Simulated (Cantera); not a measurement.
A perfectly stirred reactor is fed with NH₃ : H₂ = 1 : 0.49 (molar parts), at 68.3 Torr; it is held at 1725 K, and followed from long to short residence time.

Computed with Cantera and the gas-phase N/H chemistry of the illustrative SiF4/NH3 mechanism in the Surface Chemkin manual (1991). Walls and surfaces, which speed up NH3 decomposition in real reactors, are not modelled.

**Question.** Predict: x(NH₃) at τ = 23.0 s; x(H₂) at τ = 23.0 s; x(H) at τ = 23.0 s; x(N₂H₂) at τ = 23.0 s; x(N₂H₄) at τ = 23.0 s; x(NH₃) at τ = 0.100 s; x(H₂) at τ = 0.100 s; x(H) at τ = 0.100 s; x(N₂H₂) at τ = 0.100 s; x(N₂H₄) at τ = 0.100 s.

**Answer.** 
```json
{
 "x(NH₃) at τ = 23.0 s": "0.164",
 "x(H₂) at τ = 23.0 s": "0.684",
 "x(H) at τ = 23.0 s": "0.000152",
 "x(N₂H₂) at τ = 23.0 s": "2.02e-7",
 "x(N₂H₄) at τ = 23.0 s": "5.00e-9",
 "x(NH₃) at τ = 0.100 s": "0.661",
 "x(H₂) at τ = 0.100 s": "0.336",
 "x(H) at τ = 0.100 s": "4.59e-5",
 "x(N₂H₂) at τ = 0.100 s": "1.37e-6",
 "x(N₂H₄) at τ = 0.100 s": "3.06e-8"
}
```
